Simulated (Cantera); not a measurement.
Cantera run:

```python
import numpy as np
import cantera as ct

gas_names = [...]  # 113 gases of nasa_gas.yaml made of C, H, O, Pb
cond_names = """
    C(gr) C6H6(L) C7H8(L) C8H18(L),n-octa H2O(s) H2O(L) Pb(cr) Pb(L) PbO(rd) PbO(yw) PbO(L) PbO2(s)
    Pb3O4(s)
""".split()


# ... load() reads the species with a 1 bar reference pressure and builds the phases ...
atoms = {
    'Pb': {'Pb': 1},
    'O2': {'O': 2},
    'H2': {'H': 2},
    'CO': {'C': 1, 'O': 1},
}
top_T = {'C(gr)': 4500, 'Pb3O4(s)': 820}  # K; cautious upper limits of use, not melting points


# ... equilibrate(T, P, feed) seeds the gas with the atoms and calls Mixture.equilibrate('TP', solver="vcs", rtol=1e-11, max_steps=5000) ...
results = []
feed = {'Pb': 1, 'O2': 0.37, 'H2': 37, 'CO': 5.3}  # mol
P = 11000  # Pa
for T in [725, 800, 875, 950, 1025, 1100, 1175, 1250, 1325, 1400, 1475, 1550]:
    mix = equilibrate(T, P, feed)
    results.append((T, P, feed, dict(zip(mix.species_names, mix.species_moles))))
    x = sorted(zip(gas.X, gas.species_names), reverse=True)
    print(f"T = {T:g} K  P = {P:g} Pa  gas = {mix.phase_moles(0):.4g} mol")
    print("   x: " + "  ".join(f"{s} {v:.3e}" for v, s in x if v > 1e-05))
    print("   condensed (mol): " + ("  ".join(f"{mix.phase(i).name} {mix.phase_moles(i):.4g}"
          for i in range(1, mix.n_phases) if mix.phase_moles(i) > 1e-12) or "none"))
```

It prints:

```
T = 725 K  P = 11000 Pa  gas = 32.79 mol
   x: H2 6.812e-01  H2O 1.572e-01  CH4 1.451e-01  CO2 1.050e-02  CO 6.047e-03
   condensed (mol): Pb(L) 1
T = 800 K  P = 11000 Pa  gas = 36.17 mol
   x: H2 7.680e-01  H2O 8.548e-02  CH4 8.476e-02  CO 4.203e-02  CO2 1.974e-02
   condensed (mol): Pb(L) 1
T = 875 K  P = 11000 Pa  gas = 39.9 mol
   x: H2 8.296e-01  CO 9.182e-02  H2O 3.759e-02  CH4 3.003e-02  CO2 1.098e-02
   condensed (mol): Pb(L) 0.9998
T = 950 K  P = 11000 Pa  gas = 41.73 mol
   x: H2 8.532e-01  CO 1.154e-01  H2O 1.979e-02  CH4 6.855e-03  CO2 4.795e-03  Pb 4.574e-05
   condensed (mol): Pb(L) 0.9981
T = 1025 K  P = 11000 Pa  gas = 42.21 mol
   x: H2 8.584e-01  CO 1.215e-01  H2O 1.578e-02  CO2 2.897e-03  CH4 1.149e-03  Pb 2.529e-04
   condensed (mol): Pb(L) 0.9893
T = 1100 K  P = 11000 Pa  gas = 42.33 mol
   x: H2 8.582e-01  CO 1.228e-01  H2O 1.549e-02  CO2 2.187e-03  Pb 1.101e-03  CH4 1.947e-04
   condensed (mol): Pb(L) 0.9534
T = 1175 K  P = 11000 Pa  gas = 42.46 mol
   x: H2 8.555e-01  CO 1.230e-01  H2O 1.570e-02  Pb 3.959e-03  CO2 1.764e-03  CH4 3.940e-05
   condensed (mol): Pb(L) 0.8319
T = 1250 K  P = 11000 Pa  gas = 42.82 mol
   x: H2 8.482e-01  CO 1.223e-01  H2O 1.583e-02  Pb 1.216e-02  CO2 1.459e-03
   condensed (mol): Pb(L) 0.4794
T = 1325 K  P = 11000 Pa  gas = 43.3 mol
   x: H2 8.386e-01  CO 1.212e-01  Pb 2.309e-02  H2O 1.586e-02  CO2 1.230e-03
   condensed (mol): none
T = 1400 K  P = 11000 Pa  gas = 43.3 mol
   x: H2 8.385e-01  CO 1.213e-01  Pb 2.309e-02  H2O 1.602e-02  CO2 1.068e-03  H 1.343e-05
   condensed (mol): none
T = 1475 K  P = 11000 Pa  gas = 43.3 mol
   x: H2 8.383e-01  CO 1.215e-01  Pb 2.309e-02  H2O 1.615e-02  CO2 9.422e-04  H 3.580e-05
   condensed (mol): none
T = 1550 K  P = 11000 Pa  gas = 43.3 mol
   x: H2 8.382e-01  CO 1.216e-01  Pb 2.309e-02  H2O 1.625e-02  CO2 8.424e-04  H 8.694e-05
   condensed (mol): none
```

These are equilibrium values from Cantera (NASA tables, ideal gas, pure condensed phases), not measurements of a reactor.
